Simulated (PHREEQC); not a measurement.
Solution (25 °C): 19.5 mmol/kgw H3BO3. Closed to the air; pH follows from the charge balance.

Computed with PHREEQC (ion-association model, wateq4f.dat).

The pH comes out as 5.47 and the ionic strength is 3.36e-6 mol/kgw.

```csv
species,molality,activity,log γ
H3BO3,0.0195,0.0195,0.000
H+,3.36e-6,3.35e-6,-0.001
H2BO3-,3.36e-6,3.35e-6,-0.001
OH-,2.99e-9,2.99e-9,-0.001
```

Precipitation was switched off in this run.
